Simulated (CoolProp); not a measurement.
Propylene at several states: fugacity coefficient from the reference equation and from simpler models built on Tc = 91.1 °C, pc = 4.555 MPa, ω = 0.146; each cubic takes its own stable root.

Model: reference Helmholtz-energy equation of state, Lemmon 2013, in CoolProp.

```
T (°C)  p (MPa)          phase  reference  Soave-Redlich-Kwong  Peng-Robinson
------  -------  -------------  ---------  -------------------  -------------
141.75     2.03            gas     0.9014               0.9035         0.8904
152.55   0.0331            gas     0.9985               0.9985         0.9983
189.95     16.2  supercritical     0.5911               0.6229         0.5788
```
